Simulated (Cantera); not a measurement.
Input: 1 mol Si, 0.03 mol CO₂, 120 mol N₂, held at 7.10 bar.

These are equilibrium values from Cantera (NASA tables, ideal gas, pure condensed phases), not measurements of a reactor. Candidate condensed phases: C, Si, SiC, SiO₂, Si₂N₂O, Si₃N₄; 34 gas species. Mutual solubility and eutectic melting of coexisting phases are not modelled. The numbers say what is thermodynamically allowed, not how fast it happens. All values below are at 1948 K.

Base state: N₂ 1.000, CO 0.000251, SiO 8.95e-5 (mole fractions); condensed: Si₂N₂O(s) + Si₃N₄(s).

What changes in the equilibrium state with this change: CO₂ from 0.03 to 1.4 mol?


```tsv
species	before	after
N₂	1.000	0.987
CO	0.000251	0.0115
SiO	8.95e-5	0.00153
Si₂N₂O(s), mol	0.0193	0.138
Si₃N₄(s), mol	0.317	0
SiO₂(condensed), mol	0	0.537
```
The tables hold silica as quartz up to 1696 K and as liquid above; real silica turns to tridymite and cristobalite and melts near 1996 K.
